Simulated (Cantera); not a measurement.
A freely propagating, adiabatic, planar premixed flame of 35.0 % H2, 12.5 % O2, 52.5 % N2, equivalence ratio 1.4, unburnt at 675 K and 0.720 bar; multicomponent+Soret transport, grid criteria slope 0.08 and curve 0.16, no radiation.

Cantera simulation using the H2/O2 subset of GRI-Mech 3.0, which has no nitrogen chemistry; the numbers are that mechanism's predictions, not measurements. Burning velocities carry a grid error of a few per cent, more on coarse grids.

x: mole fraction of selected species; z is measured from the peak of heat release.

| z (mm) | T (K) | u (m/s) | x H2 | x O2 | x H2O2 | x H2O | x H | x OH |
|---|---|---|---|---|---|---|---|---|
| -2.24 | 675 | 9.14 | 0.350 | 0.125 | <1e-8 | <1e-8 | <1e-8 | <1e-8 |
| -1.49 | 675 | 9.14 | 0.350 | 0.125 | <1e-8 | <1e-8 | <1e-8 | <1e-8 |
| -1.12 | 675 | 9.14 | 0.350 | 0.125 | <1e-8 | <1e-8 | <1e-8 | <1e-8 |
| -0.746 | 675 | 9.14 | 0.350 | 0.125 | <1e-8 | 9.48e-8 | 3.33e-7 | <1e-8 |
| -0.373 | 687 | 9.25 | 0.345 | 0.125 | 1.36e-6 | 0.000724 | 0.000372 | 4.74e-5 |
| -0.187 | 837 | 11.0 | 0.314 | 0.121 | 3.63e-6 | 0.0150 | 0.00836 | 0.000531 |
| 0 | 1240 | 15.9 | 0.198 | 0.0765 | 2.36e-6 | 0.107 | 0.0554 | 0.00349 |
| 0.187 | 1532 | 19.5 | … | … | … | … | 0.0889 | … |
| 0.373 | 1660 | 20.9 | 0.0926 | 0.0105 | 1.10e-6 | 0.229 | 0.0859 | 0.0102 |
| 0.746 | 1799 | 22.5 | 0.0958 | 0.00766 | 6.29e-7 | 0.237 | 0.0727 | 0.0118 |
| 1.49 | 1947 | 24.1 | 0.100 | … | … | 0.244 | … | 0.0126 |
| 2.99 | 2092 | 25.6 | 0.104 | 0.00382 | 1.83e-7 | 0.253 | 0.0429 | 0.0123 |
| 5.97 | 2221 | 26.9 | 0.106 | 0.00225 | 1.07e-7 | 0.262 | 0.0302 | 0.0107 |

Problem. Fill in the missing entries.

Solution. 
- 0.187, x H2: 0.105
- 0.187, x O2: 0.0210
- 0.187, x H2O2: 1.65e-6
- 0.187, x H2O: 0.209
- 0.187, x OH: 0.00819
- 1.49, x O2: 0.00571
- 1.49, x H2O2: 3.34e-7
- 1.49, x H: 0.0574
